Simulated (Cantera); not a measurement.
# Fe₂O₃ + C + N₂ (carbothermic reduction)

Input: 1 mol Fe₂O₃, 7.2 mol C, 16 mol N₂, equilibrated at 1000 Pa.

Method: chemical equilibrium by Gibbs-energy minimisation in Cantera with the NASA 1993 tables (ideal gas, pure condensed phases). Candidate condensed phases: C, Fe, Fe(CO)₅, FeO, Fe₂O₃, Fe₃O₄; 27 gas species. Iron dissolves carbon and melts from about 1420 K in contact with it, which pure phases cannot show. Condensed phases not in the tables: cementite and carbon dissolved in iron. The numbers say what is thermodynamically allowed, not how fast it happens.

From 627 °C to 827 °C the condensed part is C(graphite) + Fe(α). From 927 °C to 1327 °C the condensed part is C(graphite) + Fe(γ). From 1427 °C to 1527 °C the condensed part is C(graphite) + Fe(δ). From 1627 °C to 1727 °C the condensed part is C(graphite) + Fe(l). From 1827 °C to 1927 °C the condensed part is C(graphite).

```tsv
T (°C)	log p N₂	log p CO	log p Fe	log p CO₂	log p CN	n C(graphite)	n Fe(α)	n Fe(γ)	n Fe(δ)	n Fe(l)
627	-2.07	-2.81	<-14	-4.87	<-14	4.23	2.00	0	0	0
727	-2.07	-2.80	-13.83	-5.85	<-14	4.20	2.00	0	0	0
827	-2.07	-2.80	-11.90	-6.66	<-14	4.20	2.00	0	0	0
927	-2.07	-2.80	-10.30	-7.33	<-14	4.20	0	2.00	0	0
1027	-2.07	-2.80	-8.96	-7.89	-13.42	4.20	0	2.00	0	0
1127	-2.07	-2.80	-7.81	-8.37	-12.17	4.20	0	2.00	0	0
1227	-2.07	-2.80	-6.82	-8.78	-11.08	4.20	0	2.00	0	0
1327	-2.07	-2.80	-5.96	-9.14	-10.13	4.20	0	2.00	0	0
1427	-2.07	-2.80	-5.20	-9.45	-9.29	4.20	0	0	1.99	0
1527	-2.08	-2.80	-4.53	-9.73	-8.55	4.20	0	0	1.94	0
1627	-2.08	-2.81	-3.95	-9.99	-7.89	4.20	0	0	0	1.79
1727	-2.09	-2.82	-3.44	-10.23	-7.29	4.20	0	0	0	1.28
1827	-2.12	-2.85	-3.02	-10.48	-6.77	4.20	0	0	0	0
1927	-2.12	-2.85	-3.02	-10.66	-6.28	4.20	0	0	0	0
```
log p: log10 of the partial pressure in bar; n: condensed amount in mol.
